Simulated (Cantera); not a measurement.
What does this Cantera script print?

```python
import numpy as np
import cantera as ct

gas_names = """
    C CH CH2 CH3 CH2OH CH3O CH4 CH3OH CO CO2 COOH C2 C2H CHCO,ketyl C2H2,acetylene C2H2,vinylidene
    CH2CO,ketene C2H3,vinyl CH3CO,acetyl C2H4 C2H4O,ethylen CH3CHO,ethanal CH3COOH (HCOOH)2 C2H5 C2H6
    CH3OCH3 C2H5OH C2O C3 C3H3,propargyl C3H4,allene C3H4,propyne C3H4,cyclo- C3H5,allyl C3H6,propylene
    C3H6,cyclo- C3H6O C3H7,n-propyl C3H7,i-propyl C3H8 C3H8O,1propanol C3H8O,2propanol C3O2 C4 C4H2
    C4H4,1,3-cyclo- C4H6,butadiene C4H6,2-butyne C4H6,cyclo- C4H8,1-butene C4H8,cis2-buten
    C4H8,tr2-butene C4H8,isobutene C4H8,cyclo- (CH3COOH)2 C4H9,n-butyl C4H9,i-butyl C4H9,s-butyl
    C4H9,t-butyl C4H10,isobutane C4H10,n-butane C5 C5H6,1,3cyclo- C5H8,cyclo- C5H10,1-pentene
    C5H10,cyclo- C5H11,pentyl C5H11,t-pentyl C5H12,n-pentane C5H12,i-pentane CH3C(CH3)2CH3 C6H2
    C6H5,phenyl C6H5O,phenoxy C6H6 C6H5OH,phenol C6H10,cyclo- C6H12,1-hexene C6H12,cyclo- C6H13,n-hexyl
    C7H7,benzyl C7H8 C7H8O,cresol C7H14,1-heptene C7H15,n-heptyl C7H16,n-heptane C8H8,styrene
    C8H10,ethylbenz C8H16,1-octene C8H17,n-octyl C8H18,isooctane C8H18,n-octane C9H19,n-nonyl
    C10H8,naphthale C10H21,n-decyl C12H9,o-bipheny C12H10,bipheny H HCO HO2 H2 HCHO,formaldehy HCOOH H2O
    H2O2 O OH O2 O3 Ti TiO TiO2
""".split()
cond_names = """
    C(gr) C6H6(L) C7H8(L) C8H18(L),n-octa H2O(s) H2O(L) Ti(a) Ti(b) Ti(L) TiC(s) TiC(L) TiO(a) TiO(b)
    TiO(L) TiO2(ru) TiO2(L) Ti2O3(a) Ti2O3(b) Ti2O3(L) Ti3O5(a) Ti3O5(b) Ti3O5(L) Ti4O7(s) Ti4O7(L)
""".split()


def load(file, names, dense=False):
    # The tables refer to 1 bar. Condensed volumes are neglected.
    table = {s.name: s for s in ct.Species.list_from_file(file)}
    out = []
    for n in names:
        d = dict(table[n].input_data)
        d["thermo"] = dict(d["thermo"], **{"reference-pressure": 1e5})
        if dense:
            d["equation-of-state"] = {"model": "constant-volume", "density": "1e6 g/cm^3"}
        out.append(ct.Species.from_dict(d))
    return out


gas = ct.Solution(thermo="ideal-gas", species=load("nasa_gas.yaml", gas_names))
cond = {s.name: ct.Solution(thermo="fixed-stoichiometry", species=[s], name=s.name)
        for s in load("nasa_condensed.yaml", cond_names, dense=True)}
atoms = {
    'Ti(OiPr)4': {'Ti': 1, 'C': 12, 'H': 28, 'O': 4},
    'H2O': {'H': 2, 'O': 1},
}
top_T = {'C(gr)': 4500}  # K; cautious upper limits of use, not melting points


def equilibrate(T, P, feed):
    n = {}
    for name, mol in feed.items():
        for a, k in atoms[name].items():
            n[a] = n.get(a, 0.0) + k * mol
    gas.TPX = T, P, n
    mass = sum(n.values()) * gas.mean_molecular_weight
    gas.equilibrate("TP")
    valid = [c for c in cond.values() if c.min_temp <= T <= top_T.get(c.name, c.max_temp)]
    mix = ct.Mixture([(gas, mass / gas.mean_molecular_weight)] + [(c, 0.0) for c in valid])
    mix.T, mix.P = T, P
    mix.equilibrate("TP", solver="vcs", rtol=1e-11, max_steps=5000)
    return mix


results = []
feed = {'Ti(OiPr)4': 1, 'H2O': 0.79}  # mol
T = 2125  # K
P = 100000  # Pa
mix = equilibrate(T, P, feed)
results.append((T, P, feed, dict(zip(mix.species_names, mix.species_moles))))
x = sorted(zip(gas.X, gas.species_names), reverse=True)
print(f"T = {T:g} K  P = {P:g} Pa  gas = {mix.phase_moles(0):.4g} mol")
print("   x: " + "  ".join(f"{s} {v:.3e}" for v, s in x if v > 0.001))
print("   condensed (mol): " + ("  ".join(f"{mix.phase(i).name} {mix.phase_moles(i):.4g}"
      for i in range(1, mix.n_phases) if mix.phase_moles(i) > 1e-12) or "none"))
```

Result:

```
T = 2125 K  P = 100000 Pa  gas = 19.61 mol
   x: H2 7.511e-01  CO 2.443e-01  H 3.147e-03  C2H2,acetylene 1.259e-03
   condensed (mol): C(gr) 6.157  TiC(s) 1
```

These are equilibrium values from Cantera (NASA tables, ideal gas, pure condensed phases), not measurements of a reactor. The feed counts by its element totals alone. TiC: taken at fixed stoichiometry.
